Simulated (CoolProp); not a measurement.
n-octane along the isotherm 333.05 °C: fugacity coefficient from the reference equation and from simpler models built on Tc = 295.6 °C, pc = 24.84 bar, ω = 0.398; each cubic takes its own stable root.

Computed with CoolProp (reference Helmholtz-energy equation of state, Beckmüller 2019).

| p (bar) | phase | reference |
|---|---|---|
| 3.39 | gas | 0.9609 |
| 6.77 | gas | 0.9227 |
| 10.2 | gas | 0.8848 |
| 13.5 | gas | 0.8490 |
| 16.9 | gas | 0.8128 |
| 20.3 | gas | 0.7772 |
| 23.7 | gas | 0.7422 |
| 27.1 | supercritical | 0.7075 |
| 30.5 | supercritical | 0.6730 |
| 33.9 | supercritical | 0.6386 |
| 37.3 | supercritical | 0.6045 |

Task: How far does each simpler model (van der Waals, Soave-Redlich-Kwong) lie from the reference over these 11 states: mean and median of the absolute difference, and the worst?

Result: 
- van der Waals: mean 1.5 %, median 1.7 %, worst +2.3 % at 333.05 °C and 23.7 bar
- Soave-Redlich-Kwong: mean 1.7 %, median 1.7 %, worst +3.4 % at 333.05 °C and 37.3 bar
